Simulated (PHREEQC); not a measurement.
Dissolve 0.049 mol/kgw NaH2PO4 and 0.21 mol/kgw Na2CO3 at 25 °C. Closed to the air; pH follows from the charge balance.

Computed with PHREEQC (ion-association model, phreeqc.dat).

**Question.** The ionic strength comes out as 0.470 mol/kgw. What activity coefficients do Na+, HCO3-, HPO4-2, NaCO3-, NaHPO4- get?

**Answer.** Na+ 0.72, HCO3- 0.70, HPO4-2 0.22, NaCO3- 0.73, NaHPO4- 0.70.

This is a speciation only: nothing precipitates in the calculation.
